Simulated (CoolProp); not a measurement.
Vapour-liquid equilibrium of ethylbenzene (1) + o-xylene (2) at 2.3 bar; x and y are mole fractions of (1).

Values from CoolProp's multi-fluid Helmholtz-energy mixture model, Zhou 2012 and Zhou 2012; pair parameters Bell 2016.

```
x     bubble temperature, mixture model (°C)  bubble temperature, Raoult's law (°C)  y, mixture model  y, Raoult's law
----  --------------------------------------  -------------------------------------  ----------------  ---------------
0.05                                   177.8                                  177.8             0.059            0.060
0.15                                       …                                  176.9             0.175            0.176
0.25                                   175.9                                  176.0             0.287            0.287
0.35                                       …                                  175.1             0.394            0.395
0.45                                   173.9                                  174.2             0.497            0.498
0.55                                       …                                  173.3             0.595            0.597
0.65                                       …                                  172.5                 …            0.693
0.75                                       …                                  171.6             0.780            0.785
0.85                                   170.6                                  170.8                 …            0.873
0.95                                       …                                  170.0             0.956            0.959
```

Problem. Complete the blanks.

Solution. 
- 0.15, bubble temperature, mixture model (°C): 176.8
- 0.35, bubble temperature, mixture model (°C): 174.9
- 0.55, bubble temperature, mixture model (°C): 173.0
- 0.65, bubble temperature, mixture model (°C): 172.2
- 0.65, y, mixture model: 0.690
- 0.75, bubble temperature, mixture model (°C): 171.4
- 0.85, y, mixture model: 0.869
- 0.95, bubble temperature, mixture model (°C): 169.9

The largest gap from Raoult's law is -0.3 K in bubble temperature, at x = 0.65. No azeotrope shows between x = 0.05 and 0.95.

The pair parameters rest on a limited set of measurements; away from them the model extrapolates.
